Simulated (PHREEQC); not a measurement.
Dissolve 130 mmol/kgw HCl, 1.4 mmol/kgw FeCl3 and 3.8 mmol/kgw MgCl2 at 25 °C. Closed to the air; pH follows from the charge balance.

Computed with PHREEQC (ion-association model, phreeqc.dat).

This is a speciation only: nothing precipitates in the calculation.

**Question.** Order these Fe species by the share of Fe that they hold, largest first: FeOH+2, FeCl+2, Fe+3, FeCl2+.

**Answer.** FeCl+2 (52 %), Fe+3 (37 %), FeCl2+ (11 %), FeOH+2 (1.0 %)

The pH is 0.98 and the ionic strength 0.147 mol/kgw. Examples of supersaturated solids here: Hematite (slow to form). Others may be too. Complexes and solids missing from the database can't appear.
